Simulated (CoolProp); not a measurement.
Vapour-liquid equilibrium of R22 (1) + R11 (2) at 316.4 K; x and y are mole fractions of (1).

Computed with CoolProp (multi-fluid Helmholtz-energy mixture model, Kamei 1995 and Jacobsen 1992; pair parameters Bell 2016).

| x | bubble pressure, mixture model (bar) | bubble pressure, Raoult's law (bar) | y, mixture model | y, Raoult's law |
|---|---|---|---|---|
| 0.05 | 2.928 | 2.662 | 0.354 | 0.312 |
| 0.125 | 4.296 | 3.762 | 0.576 | 0.551 |
| 0.2 | 5.532 | 4.861 | 0.684 | 0.682 |
| 0.275 | 6.663 | 5.960 | 0.750 | 0.765 |
| 0.35 | 7.714 | 7.060 | 0.796 | 0.822 |
| 0.425 | 8.711 | 8.159 | 0.831 | 0.864 |
| 0.5 | 9.672 | 9.258 | 0.859 | 0.896 |
| 0.575 | 10.62 | 10.36 | 0.883 | 0.921 |
| 0.65 | 11.57 | 11.46 | 0.905 | 0.941 |
| 0.725 | 12.55 | 12.56 | 0.926 | 0.958 |
| 0.8 | 13.56 | 13.66 | 0.945 | 0.972 |
| 0.875 | 14.63 | 14.76 | 0.965 | 0.984 |
| 0.95 | 15.77 | 15.85 | 0.986 | 0.994 |

The largest gap from Raoult's law is +14.2 % in bubble pressure, at x = 0.125. No azeotrope shows between x = 0.05 and 0.95.

Pair parameters are fitted to limited data, so mixtures are less certain than the pure fluids. The gap from Raoult's law changes sign with composition, which may be real or a fault of the pair parameters; it wasn't checked against measurements.
